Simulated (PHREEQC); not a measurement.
## Polishing slurry liquid

Make-up at 25 °C: 0.001 mol NH3, 0.00064 mol K2SO4 and 3.6e-06 mol CO2 per kg of water. Closed to the air; pH follows from the charge balance.

Equilibrium calculation in PHREEQC: ion-association model, phreeqc.dat.

Precipitation was switched off in this run.

Task: Estimate the pH.

Result: pH 10.08.

Task: In which forms is N present?

Result: NH3 87 %, NH4+ 13 % of the N.

Species that the database lacks are ignored.
